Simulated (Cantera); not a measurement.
# Ignition delay

Mixture: 4.31 % CH4, 0.146 % CO, 18.9 % O2, 71.1 % N2, 5.60 % H2, equivalence ratio 0.61, at 473 Torr, adiabatic and at constant pressure. Ignition delay is the time to a rise of 400 K.

Model: GRI-Mech 3.0 (53 species, 325 reactions), integrated in Cantera.

| T0 (K) | delay (ms) |
|---|---|
| 1098 | 1.66 |
| 1198 | 0.668 |
| 1298 | 0.323 |
| 1398 | 0.181 |
| 1498 | 0.113 |
| 1598 | 0.0756 |
| 1698 | 0.0530 |
| 1798 | 0.0383 |
| 1898 | 0.0283 |

```yaml
apparent activation energy between 1698 and 1898 K: 84 kJ/mol
```
